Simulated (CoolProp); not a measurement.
Dimethyl ether along the isotherm 413 K: fugacity coefficient from the reference equation and from simpler models built on Tc = 400.4 K, pc = 5.337 MPa, ω = 0.196; each cubic takes its own stable root.

Computed with CoolProp (reference Helmholtz-energy equation of state, Wu 2011).

```
p (MPa)          phase  reference
-------  -------------  ---------
0.8                gas     0.9519
1.6                gas     0.9050
2.4                gas     0.8590
3.2                gas     0.8135
4                  gas     0.7684
4.8                gas     0.7232
5.6      supercritical     0.6769
6.4      supercritical     0.6280
7.2      supercritical     0.5778
8        supercritical     0.5349
```

Problem. How far does each simpler model (van der Waals, Redlich-Kwong, Soave-Redlich-Kwong, Peng-Robinson) lie from the reference over these 10 states: mean and median of the absolute difference, and the worst?

Solution. 
- van der Waals: mean 3.5 %, median 3.8 %, worst +6.0 % at 413 K and 8 MPa
- Redlich-Kwong: mean 1.0 %, median 1.0 %, worst +2.3 % at 413 K and 8 MPa
- Soave-Redlich-Kwong: mean 1.6 %, median 1.4 %, worst +3.7 % at 413 K and 8 MPa
- Peng-Robinson: mean 1.1 %, median 1.2 %, worst -1.6 % at 413 K and 5.6 MPa
